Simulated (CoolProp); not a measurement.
A closed Brayton cycle with carbon dioxide: compressor inlet 331.15 K and 9.3 MPa, high pressure 22.3 MPa, turbine inlet 855 K, compressor efficiency 0.8, turbine efficiency 0.93, recuperator effectiveness 0.8 (on enthalpy, no pinch check). Each further row changes one setting.

Values from CoolProp's reference Helmholtz-energy equation of state, Span 1996.

```
case                           thermal efficiency (%)  net work (kJ/kg)  compressor to turbine work  compressor exit (K)  turbine exit (K)
-----------------------------  ----------------------  ----------------  --------------------------  -------------------  ----------------
as stated                                         [?]              78.0                        0.37                403.9             744.0
turbine inlet 805 K                               [?]              69.9                        0.40                403.9               [?]
compressor inlet 341.15 K                        27.3               [?]                         [?]                420.4             744.0
high pressure 19 MPa                              [?]              66.4                         [?]                390.2             763.8
recuperator effectiveness 0.5                    19.7              78.0                        0.37                403.9             744.0
```

What belongs in the gaps?


- as stated, thermal efficiency (%): 28.2
- turbine inlet 805 K, thermal efficiency (%): 27.1
- turbine inlet 805 K, turbine exit (K): 698.0
- compressor inlet 341.15 K, net work (kJ/kg): 71.8
- compressor inlet 341.15 K, compressor to turbine work: 0.42
- high pressure 19 MPa, thermal efficiency (%): 26.0
- high pressure 19 MPa, compressor to turbine work: 0.36
